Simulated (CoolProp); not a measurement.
Vapour-liquid equilibrium of R22 (1) + acetone (2) at 24.1 kPa; x and y are mole fractions of (1).

Model: multi-fluid Helmholtz-energy mixture model, Kamei 1995 and Lemmon 2006; pair parameters Bell 2016, in CoolProp.

```json
[
 {"x": "0.05", "bubble temperature, mixture model (K)": "267.1", "bubble temperature, Raoult's law (K)": "264.5", "y, mixture model": "0.731", "y, Raoult's law": "0.772"},
 {"x": "0.15", "bubble temperature, mixture model (K)": "250.8", "bubble temperature, Raoult's law (K)": "241.5", "y, mixture model": "0.907", "y, Raoult's law": "0.953"},
 {"x": "0.25", "bubble temperature, mixture model (K)": "243.4", "bubble temperature, Raoult's law (K)": "230.9", "y, mixture model": "0.947", "y, Raoult's law": "0.981"},
 {"x": "0.35", "bubble temperature, mixture model (K)": "237.4", "bubble temperature, Raoult's law (K)": "224.2", "y, mixture model": "0.970", "y, Raoult's law": "0.991"},
 {"x": "0.45", "bubble temperature, mixture model (K)": "231.5", "bubble temperature, Raoult's law (K)": "219.5", "y, mixture model": "0.984", "y, Raoult's law": "0.995"},
 {"x": "0.55", "bubble temperature, mixture model (K)": "225.5", "bubble temperature, Raoult's law (K)": "215.9", "y, mixture model": "0.993", "y, Raoult's law": "0.997"},
 {"x": "0.65", "bubble temperature, mixture model (K)": "219.7", "bubble temperature, Raoult's law (K)": "212.9", "y, mixture model": "0.997", "y, Raoult's law": "0.998"},
 {"x": "0.75", "bubble temperature, mixture model (K)": "214.3", "bubble temperature, Raoult's law (K)": "210.5", "y, mixture model": "0.999", "y, Raoult's law": "0.999"},
 {"x": "0.85", "bubble temperature, mixture model (K)": "209.9", "bubble temperature, Raoult's law (K)": "208.4", "y, mixture model": "1.000", "y, Raoult's law": "0.999"},
 {"x": "0.95", "bubble temperature, mixture model (K)": "206.7", "bubble temperature, Raoult's law (K)": "206.6", "y, mixture model": "1.000", "y, Raoult's law": "1.000"}
]
```

The largest gap from Raoult's law is +13.2 K in bubble temperature, at x = 0.35. No azeotrope shows between x = 0.05 and 0.95.

Pair parameters are fitted to limited data, so mixtures are less certain than the pure fluids. With so large a gap from Raoult's law the liquid may split in two, which this calculation doesn't test in full.
